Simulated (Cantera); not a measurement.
Feed: 1 mol Ti, 5.9 mol H2O, 1.4 mol CO, 2.2 mol CO2, equilibrated at 1823 K.

Equilibrium computed with Cantera from the NASA thermochemical tables; the gas is ideal and each condensed phase is pure. Candidate condensed phases: C, C6H6, C7H8, C8H18, H2O, Ti, TiC, TiO, TiO2, Ti2O3, Ti3O5, Ti4O7; 113 gas species. The numbers say what is thermodynamically allowed, not how fast it happens.

**Question.** At 61.0 Pa, list the 5 most abundant gas species with their mole fractions, and the condensed phases.

**Answer.** H2O 0.468, CO 0.208, CO2 0.170, H2 0.146, H 0.00671. Condensed: TiO2(rutile).
